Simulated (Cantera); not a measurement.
A closed system holds: 1 mol CuF2, 0.031 mol HF, 0.73 mol N2, held at 4.80 mbar.

Equilibrium computed with Cantera from the NASA thermochemical tables; the gas is ideal and each condensed phase is pure. Candidate condensed phases: Cu, CuF2; 25 gas species. Equilibrium is a limit: real reactors are often held back by kinetics, nucleation or transport.

x: gas mole fraction; n: condensed amount in mol.

```
T (K)   x N2   x CuF2       x F     x CuF    x HF      x Cu  n CuF2(s)  n CuF2(l)
-----  -----  -------  --------  --------  ------  --------  ---------  ---------
800    0.959  1.12e-6  1.84e-10  3.90e-10  0.0407    <1e-12      1.000          0
900    0.959      ___       ___       ___  0.0407    <1e-12      1.000          0
1000   0.957  0.00250   1.98e-6   1.98e-6  0.0406    <1e-12      0.998          0
1100   0.922   0.0390   4.92e-5   4.92e-5  0.0391    <1e-12      0.969          0
1200   0.732    0.236  0.000561  0.000561  0.0311  1.05e-11          0      0.765
1300   0.413    0.563   0.00318   0.00318  0.0175  3.02e-10          0          0
1400   0.411    0.553   0.00959   0.00959  0.0174   5.36e-9          0          0
1500   0.404    0.529    0.0246    0.0246  0.0172   6.51e-8          0          0
1600   0.392    0.482    0.0547    0.0547  0.0166   5.79e-7          0          0
1700   0.371    0.403     0.105     0.105  0.0157   3.99e-6          0          0
1800   0.342    0.294     0.175     0.175  0.0145   2.22e-5          0          0
1900   0.312      ___       ___       ___  0.0132       ___          0          0
2000   0.289   0.0925     0.303     0.303  0.0123  0.000413          0          0
2100   0.275   0.0428     0.336     0.333  0.0117   0.00144          0          0
```

**Question.** What belongs in the gaps?

**Answer.** 
- 1900, x CuF2: 0.180
- 1900, x F: 0.248
- 1900, x CuF: 0.247
- 1900, x Cu: 0.000104
- 900, x CuF2: 8.33e-5
- 900, x F: 3.82e-8
- 900, x CuF: 3.82e-8
